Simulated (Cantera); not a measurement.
Gas-phase reforming

An isothermal, constant-pressure homogeneous reactor starts with CH4 : CO2 = 1 : 0.39 (molar parts), at 2000 K and 0.410 bar.

Detailed kinetics in Cantera: GRI-Mech 3.0 (53 species, 325 reactions). GRI-Mech 3.0 stops at C3 and has no aromatics, soot or wall deposition, so with more carbon than oxygen in the feed, carbon stays in small species such as C2H2 where larger ones or solid carbon would form.

```tsv
t (s)	x CH4	x CO2	x CO	x O2	x C2H
0.000200	0.278	0.197	0.0199	1.70e-10	5.31e-6
0.000367	0.175	0.159	0.0392	3.91e-10	7.36e-6
0.000675	0.103	0.117	0.0700	8.34e-10	8.96e-6
0.00124	0.0550	0.0699	0.112	1.67e-9	1.05e-5
0.00228	0.0281	0.0298	0.153	2.86e-9	1.19e-5
0.00419	0.0167	0.0119	0.180	3.18e-9	1.24e-5
0.00770	0.0130	0.00846	0.200	2.21e-9	1.14e-5
0.0141	0.0109	0.00642	0.222	1.13e-9	9.99e-6
0.0260	0.00846	0.00409	0.245	4.15e-10	8.60e-6
0.0477	0.00587	0.00197	0.265	9.04e-11	7.53e-6
0.0877	0.00344	0.000600	0.276	8.07e-12	6.91e-6
0.161	0.00167	7.83e-5	0.280	<1e-12	6.71e-6
0.296	0.00102	2.09e-6	0.281	<1e-12	6.69e-6
0.544	0.000976	5.59e-8	0.281	<1e-12	6.69e-6
1.00	0.000976	5.33e-8	0.281	<1e-12	6.69e-6
```
x: mole fraction; the columns are a selection and need not sum to one.

Equilibrium at this temperature and pressure: CH4 0.000976, CO2 5.34e-8, CO 0.281, O2 <1e-12, C2H 6.69e-6 (gas phase only).
